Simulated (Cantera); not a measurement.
Mixture: CH3OH : O2 : N2 = 1 : 1.92 : 7.23 (molar parts), equivalence ratio 0.78, at 1.00 bar, adiabatic and at constant pressure. Ignition delay is the time to a rise of 400 K.

Detailed kinetics in Cantera: GRI-Mech 3.0 (53 species, 325 reactions). GRI-Mech 3.0 was tuned for natural gas; its chemistry of methanol as a main component is partial and can be far from experiment.

Predict: delay at 1000 K; delay at 1050 K; delay at 1100 K; delay at 1150 K; delay at 1200 K; delay at 1250 K; apparent activation energy between 1150 and 1250 K.


```
Quantity                                                 Value
--------------------------------------------------  ----------
delay at 1000 K                                        0.543 s
delay at 1050 K                                        0.173 s
delay at 1100 K                                        61.3 ms
delay at 1150 K                                        23.9 ms
delay at 1200 K                                        10.1 ms
delay at 1250 K                                        4.64 ms
apparent activation energy between 1150 and 1250 K  200 kJ/mol
```
